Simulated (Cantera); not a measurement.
Cantera with NASA thermochemical tables; ideal gases at 1 bar, condensed phases pure. Values are per mole of reaction as written; species without (g) are pure solids or liquids, kept so even where they would boil at 1 bar.

2 Sr + O2(g) + 2 HCl(g) = SrCl2 + Sr(OH)2, with ΔH° = -1613.1 kJ and ΔS° = -477.0 J/K at 300 K.

### Question
How far is the shortcut ΔG° ≈ ΔH°(300 K) − T·ΔS°(300 K) from the full temperature-dependent value at 950, 1025, 1100, 1175, 1250, 1325, 1400, 1475, 1550, 1625, 1700 K?

### Answer
```tsv
T (K)	shortcut (kJ)	full (kJ)	difference (kJ)	difference in log10 K	condensed phases
950	-1160.0	-1179.0	19.0	-1.04	Sr(s), SrCl2(s), Sr(OH)2(l)
1025	-1124.2	-1149.5	25.3	-1.29	Sr(s), SrCl2(s), Sr(OH)2(l)
1100	-1088.4	-1120.1	31.7	-1.50	Sr(l), SrCl2(s), Sr(OH)2(l)
1175	-1052.6	-1091.3	38.7	-1.72	Sr(l), SrCl2(l), Sr(OH)2(l)
1250	-1016.9	-1063.7	46.8	-1.96	Sr(l), SrCl2(l), Sr(OH)2(l)
1325	-981.1	-1036.4	55.3	-2.18	Sr(l), SrCl2(l), Sr(OH)2(l)
1400	-945.3	-1009.6	64.2	-2.40	Sr(l), SrCl2(l), Sr(OH)2(l)
1475	-909.5	-983.0	73.5	-2.60	Sr(l), SrCl2(l), Sr(OH)2(l)
1550	-873.8	-956.8	83.0	-2.80	Sr(l), SrCl2(l), Sr(OH)2(l)
1625	-838.0	-930.9	92.9	-2.99	Sr(l), SrCl2(l), Sr(OH)2(l)
1700	-802.2	-905.2	103.0	-3.17	Sr(l), SrCl2(l), Sr(OH)2(l)
```
The shortcut ignores heat capacities and the phase changes listed.
